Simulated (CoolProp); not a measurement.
The fluid at 462.39 K and 0.112 MPa flows at 3.9 m/s in a round tube of 50 mm bore and 45 µm roughness, fully developed (64/Re and Nu = 3.66 if laminar; Colebrook and Gnielinski if turbulent). The same conditions are run with several fluids, on thermodynamics alone (safety and materials aside).

Model: reference Helmholtz-energy equation of state of each fluid (ammonia: Gao 2020; sulfur hexafluoride: Guder 2009; carbon dioxide: Span 1996; R125: Lemmon 2005; n-pentane: Thol 2019), in CoolProp.

```tsv
fluid	Reynolds number	Darcy friction factor	pressure drop (Pa/m)	heat-transfer coefficient (W/(m² K))	mass flow (kg/h)
ammonia	[?]	[?]	2.78	[?]	13.7
sulfur hexafluoride	[?]	0.0248	16.1	48.7	118
carbon dioxide	11200	0.0314	[?]	20.7	35.4
R125	35300	0.0250	13.4	49.2	96.7
n-pentane	39700	0.0246	7.95	68.7	58.7
```

Task: Some entries are withheld; supply them.

Result: 
- ammonia, Reynolds number: 5910
- ammonia, Darcy friction factor: 0.0367
- ammonia, heat-transfer coefficient (W/(m² K)): 19.6
- sulfur hexafluoride, Reynolds number: 37300
- carbon dioxide, pressure drop (Pa/m): 6.13

Transport values come from each fluid's own correlations; those of n-pentane are estimates that may be off by 10 % or more.
